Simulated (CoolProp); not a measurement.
A single-stage vapour-compression cycle with the fluid: evaporating at 270.15 K (dew point), condensing at 302.15 K (bubble point), superheat 5 K, subcooling 8 K, compressor efficiency 0.9, no pressure losses. The same conditions are run with several fluids, on thermodynamics alone (safety and materials aside).

The numbers come from the reference Helmholtz-energy equation of state of each fluid (n-butane: Bücker 2006; R236EA: Rui 2013; R410A: Lemmon 2003; R125: Lemmon 2005; C3F8 (R218): Lemmon 2006; CH3F (R41): Lemmon 2006) in CoolProp. Blends and air are pseudo-pure fits.

```tsv
fluid	cooling COP	pressure ratio	discharge temperature (K)	refrigerating effect (kJ/kg)	volumetric capacity (kJ/m³)
n-butane	[?]	[?]	307.7	339	823
R236EA	[?]	3.44	303.4	144	679
R410A	6.60	2.54	324.1	193	5170
R125	[?]	[?]	309.6	109	4030
C3F8 (R218)	6.39	2.57	302.2	68.9	2410
CH3F (R41)	5.87	[?]	[?]	[?]	10600
```

**Question.** Complete the blanks.

**Answer.** 
- n-butane, cooling COP: 7.12
- n-butane, pressure ratio: 2.99
- R236EA, cooling COP: 7.04
- R125, cooling COP: 6.53
- R125, pressure ratio: 2.51
- CH3F (R41), pressure ratio: 2.23
- CH3F (R41), discharge temperature (K): 335.4
- CH3F (R41), refrigerating effect (kJ/kg): 288

The compression ends wet for: C3F8 (R218).
